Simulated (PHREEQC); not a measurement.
**Reverse-osmosis permeate**

Synthetic water in mg/L, 25 °C, pH 6.35, pe 10.5:

| constituent | mg/L |
|---|---|
| Na | 4.2 |
| K | 6.13 |
| Ca | 4.53 |
| Mg | 3.3 |
| Cl | 13.9 |
| S(6) as SO4 | 10.7 |
| Alkalinity as HCO3 | 7.2 |
| B | 0.263 |

Valence states are taken as typed.

Model: ion-association model, wateq4f.dat, run in PHREEQC.

This is a speciation only: nothing precipitates in the calculation.

What charge-balance error does the model give?

charge-balance error 6.7 %.

In which forms is Ca present?

Ca+2 98 %, CaSO4 1.6 % of the Ca.
